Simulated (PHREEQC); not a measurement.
# Copper plating or etch bath (model solution)

Consider water at 25 °C with 82 mmol/kgw CuCl2, 0.38 mmol/kgw H2SO4 and 0.067 mmol/kgw HBF4. It is in equilibrium with CO2 at log p = -2 (atm). Otherwise closed; pH follows from the charge balance.

Computed with PHREEQC (ion-association model, phreeqc.dat).

```json
{
  "pH": "3.13",
  "ionic_strength": "0.227 mol/kgw",
  "density": "1.007 g/cm³",
  "total_alkalinity": "-1.03 meq/kg"
}
```

| species | molality | activity | log γ |
|---|---|---|---|
| Cl- | 0.154 | 0.109 | -0.151 |
| Cu+2 | 0.0720 | 0.0227 | -0.501 |
| CuCl+ | 0.00937 | 0.00664 | -0.149 |
| H+ | 0.000935 | 0.000741 | -0.101 |
| CuCl2 | 0.000368 | 0.000388 | 0.023 |
| CO2 | 0.000323 | 0.000340 | 0.023 |
| CuSO4 | 0.000207 | 0.000218 | 0.023 |
| SO4-2 | 0.000168 | 4.70e-5 | -0.554 |
| F- | 0.000126 | 8.79e-5 | -0.157 |
| HF | 9.27e-5 | 9.77e-5 | 0.023 |

This is a speciation only: nothing precipitates in the calculation. Complexes and solids missing from the database can't appear. Real BF4- forms and hydrolyses slowly; the run takes it at equilibrium.
